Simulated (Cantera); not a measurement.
An isothermal, constant-pressure homogeneous reactor starts with NO : N₂ = 0.18 : 18 (molar parts), at 2025 K and 195 Torr.

Cantera simulation using GRI-Mech 3.0 (53 species, 325 reactions); the numbers are that mechanism's predictions, not measurements.

One state of this run: x NO = 0.00742; x N₂O = 4.93e-8; x NO₂ = 4.96e-7; x O = 5.85e-5; x N₂ = 0.991. x: mole fraction; the columns are a selection and need not sum to one.

Q: Which value of t (s) does it belong to?
A) 7.00
B) 0.00161
C) 2.44e-5
D) 8.55e-6

A: A, 7.00
